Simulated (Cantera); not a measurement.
**Equilibrium for silicon oxide and oxynitride deposition: HMDSO + NO**

Charge: 1 mol HMDSO, a varied amount of NO, at 1800 K and 173 Torr.

Equilibrium computed with Cantera from the NASA thermochemical tables; the gas is ideal and each condensed phase is pure. Candidate condensed phases: C, C6H6, C7H8, C8H18, H2O, Si, SiC, SiO2, Si2N2O, Si3N4; 151 gas species. The feed counts by its element totals alone. Mutual solubility and eutectic melting of coexisting phases are not modelled. Rates play no part.

From 0.34 mol NO to 2.5 mol NO the condensed part is C(graphite) + SiC(s). At 3.7 mol NO the condensed part is SiC(s) + Si2N2O(s). The main Si-bearing gas is SiO throughout.

```csv
n(NO) (mol),x H2,x CO,x N2,x SiO,x HCN,n C(graphite),n SiC(s),n Si2N2O(s)
0.34,0.855,0.127,0.0158,0.000704,0.000714,2.66,1.99,0
0.51,0.835,0.139,0.0232,0.000775,0.000855,2.49,1.99,0
0.76,0.806,0.157,0.0336,0.000873,0.00101,2.24,1.99,0
1.1,0.771,0.179,0.0466,0.000996,0.00116,1.90,1.99,0
1.7,0.716,0.214,0.0670,0.00119,0.00134,1.31,1.99,0
2.5,0.653,0.253,0.0901,0.00141,0.00149,0.513,1.98,0
3.7,0.589,0.290,0.111,0.00874,0.000674,0,1.57,0.148
```
x: gas mole fraction; n: condensed amount in mol.
